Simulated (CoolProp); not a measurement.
Vapour-liquid equilibrium of methanol (1) + benzene (2) at 3.52 bar; x and y are mole fractions of (1).

Values from CoolProp's multi-fluid Helmholtz-energy mixture model, de Reuck 1993 and Thol 2012; pair parameters Bell 2016.

Task: Give the bubble temperature and the first vapour's composition at x = 0.2, 0.35, 0.65. Is there an azeotrope?

Result: x = 0.2: 374.4 K, y = 0.507; x = 0.35: 371.1 K, y = 0.576; x = 0.65: 369.4 K, y = 0.665. y crosses x between x = 0.65 and 0.725: the model has an azeotrope there.

Pair parameters are fitted to limited data, so mixtures are less certain than the pure fluids.
